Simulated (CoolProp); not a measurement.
Model: reference Helmholtz-energy equation of state, Lemmon 2006, in CoolProp. It is a short technical equation, of lower accuracy than the large ones.

### Question
Give the vapour pressure (bar), liquid density (kg/m³), vapour density (kg/m³), liquid viscosity (µPa s) of saturated n-decane at 207.35, 220.45, 246.75 °C.

### Answer
| T (°C) | p (bar) | liquid density (kg/m³) | vapour density (kg/m³) | liquid viscosity (µPa s) |
|---|---|---|---|---|
| 207.35 | 2.20 | 572 | 8.80 | 161 |
| 220.45 | 2.89 | 558 | 11.5 | 147 |
| 246.75 | 4.76 | 528 | 19.3 | 122 |

Viscosity comes from a separate model (Huber 2004).
